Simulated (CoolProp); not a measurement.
Properties of m-xylene along the isobar 10.3 bar.

The numbers come from the reference Helmholtz-energy equation of state, Zhou 2012 in CoolProp.

```csv
T (K),phase,Z,cp (kJ/(kg K)),speed of sound (m/s),Joule-Thomson coefficient (K/MPa),viscosity (µPa s),Prandtl number
469.8,liquid,0.04025,2.347,687.5,-0.1325,150,3.96
491.2,liquid,0.03999,2.446,614.0,-0.04159,130,___
512.7,liquid,0.04004,2.561,537.4,0.08991,112,3.53
534.2,gas,0.7951,2.222,167.0,17.12,___,0.814
555.6,gas,0.8275,2.223,177.4,13.82,12.3,0.786
577.1,gas,0.8524,2.243,186.1,11.52,12.8,0.766
598.5,gas,0.8720,2.272,___,9.835,13.2,0.750
620,gas,0.8879,2.307,200.6,8.539,13.7,0.737
```

Problem. What belongs in the gaps?

Solution. 
- 491.2, Prandtl number: 3.74
- 534.2, viscosity (µPa s): 11.8
- 598.5, speed of sound (m/s): 193.8

Viscosity comes from a separate model (Cao 2016). Thermal conductivity comes from a separate model (Mylona 2014).
